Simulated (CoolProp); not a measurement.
Vapour pressure (kPa) of hexamethyldisiloxane (MM): the reference equation beside estimates from Tc = 518.7 K, pc = 1931 kPa, ω = 0.418.

Values from CoolProp's reference Helmholtz-energy equation of state, Thol 2016.

```json
[
 {"T (K)": "316.8", "reference": "13.40", "Lee-Kesler": "___", "Redlich-Kwong": "47.54"},
 {"T (K)": "322.2", "reference": "16.88", "Lee-Kesler": "___", "Redlich-Kwong": "56.39"},
 {"T (K)": "327.6", "reference": "___", "Lee-Kesler": "20.81", "Redlich-Kwong": "66.44"},
 {"T (K)": "333", "reference": "26.03", "Lee-Kesler": "25.77", "Redlich-Kwong": "77.77"},
 {"T (K)": "338.5", "reference": "32.03", "Lee-Kesler": "31.78", "Redlich-Kwong": "90.73"},
 {"T (K)": "343.9", "reference": "38.96", "Lee-Kesler": "38.72", "Redlich-Kwong": "104.9"},
 {"T (K)": "349.3", "reference": "47.03", "Lee-Kesler": "46.83", "Redlich-Kwong": "120.7"},
 {"T (K)": "354.8", "reference": "56.57", "Lee-Kesler": "56.43", "Redlich-Kwong": "138.5"},
 {"T (K)": "360.2", "reference": "___", "Lee-Kesler": "67.30", "Redlich-Kwong": "157.8"},
 {"T (K)": "365.6", "reference": "79.69", "Lee-Kesler": "79.76", "Redlich-Kwong": "178.9"},
 {"T (K)": "371.1", "reference": "94.02", "Lee-Kesler": "94.24", "Redlich-Kwong": "202.5"},
 {"T (K)": "376.5", "reference": "___", "Lee-Kesler": "110.4", "Redlich-Kwong": "227.7"},
 {"T (K)": "381.9", "reference": "127.9", "Lee-Kesler": "___", "Redlich-Kwong": "255.0"},
 {"T (K)": "387.3", "reference": "148.1", "Lee-Kesler": "149.0", "Redlich-Kwong": "___"}
]
```

**Question.** Some entries are withheld; supply them.

**Answer.** 
- 316.8, Lee-Kesler: 13.20
- 322.2, Lee-Kesler: 16.65
- 327.6, reference: 21.05
- 360.2, reference: 67.35
- 376.5, reference: 110.0
- 381.9, Lee-Kesler: 128.6
- 387.3, Redlich-Kwong: 284.6

Absolute difference from the reference over all 14 rows, mean and median: Lee-Kesler 0.6 and 0.6 %, Redlich-Kwong 159.3 and 150.7 %.
